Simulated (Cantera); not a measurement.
Input: 1 mol AlCl3, a varied amount of H2O, 8.5 mol H2, held at 2100 K and 1.13 Torr.

Method: chemical equilibrium by Gibbs-energy minimisation in Cantera with the NASA 1993 tables (ideal gas, pure condensed phases). Candidate condensed phases: Al, AlCl3, Al2O3, H2O; 29 gas species. The tables' values for AlCl2, AlOH are old estimates; treat these amounts as uncertain. Rates play no part.

x: gas mole fraction; n: condensed amount in mol.

| n(H2O) (mol) | x H2 | x H2O | x HCl | x H | x Cl | x OH | n Al2O3(s) |
|---|---|---|---|---|---|---|---|
| 2.5 | 0.628 | 0.0771 | 0.213 | 0.0638 | 0.0159 | ? | 0.493 |
| 3.1 | 0.600 | 0.116 | 0.204 | 0.0623 | 0.0156 | ? | 0.496 |
| 3.9 | 0.566 | 0.164 | 0.192 | 0.0605 | 0.0151 | ? | 0.498 |
| 4.8 | 0.532 | 0.212 | 0.180 | 0.0587 | 0.0146 | ? | 0.498 |
| 6 | 0.492 | 0.267 | 0.166 | 0.0564 | 0.0140 | ? | 0.499 |
| 7.5 | 0.451 | 0.325 | 0.152 | 0.0540 | 0.0134 | ? | 0.499 |
| 9.3 | 0.409 | 0.383 | 0.137 | 0.0515 | 0.0127 | ? | 0.499 |
| 12 | 0.360 | 0.452 | 0.120 | 0.0483 | 0.0118 | ? | 0.499 |
| 14 | 0.331 | 0.493 | 0.109 | 0.0462 | 0.0113 | ? | 0.499 |
| 18 | 0.285 | 0.557 | 0.0932 | 0.0429 | 0.0103 | ? | 0.499 |

Problem. Complete the blanks.

Solution. 
- 2.5, x OH: 0.000931
- 3.1, x OH: 0.00144
- 3.9, x OH: 0.00209
- 4.8, x OH: 0.00278
- 6, x OH: 0.00364
- 7.5, x OH: 0.00464
- 9.3, x OH: 0.00574
- 12, x OH: 0.00722
- 14, x OH: 0.00821
- 18, x OH: 0.00999
